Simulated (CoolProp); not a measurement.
Vapour-liquid equilibrium of benzene (1) + n-octane (2) at 470.6 K; x and y are mole fractions of (1).

Values from CoolProp's multi-fluid Helmholtz-energy mixture model, Thol 2012 and Beckmüller 2019; pair parameters Bell 2016.

| x | bubble pressure (kPa) | y at the bubble point | dew pressure at overall composition x (kPa) | liquid density (mol/L) |
|---|---|---|---|---|
| 0.05 | 569.3 | 0.109 | (withheld) | 4.782 |
| 0.15 | 659.6 | 0.290 | 587.9 | 5.010 |
| 0.25 | 751.1 | 0.432 | 637.7 | 5.260 |
| 0.35 | 841.6 | 0.547 | 695.7 | 5.536 |
| 0.45 | 930.0 | 0.641 | 764.0 | 5.843 |
| 0.55 | 1016 | 0.720 | 844.5 | 6.187 |
| 0.65 | (withheld) | 0.790 | 939.5 | 6.578 |
| 0.75 | 1181 | 0.854 | 1050 | 7.024 |
| 0.85 | 1261 | 0.914 | 1176 | 7.538 |
| 0.95 | 1340 | 0.971 | 1311 | (withheld) |

What belongs in the gaps?


- 0.05, dew pressure at overall composition x (kPa): 544.8
- 0.65, bubble pressure (kPa): 1099
- 0.95, liquid density (mol/L): 8.135

No azeotrope shows between x = 0.05 and 0.95.

The pair parameters rest on a limited set of measurements; away from them the model extrapolates.
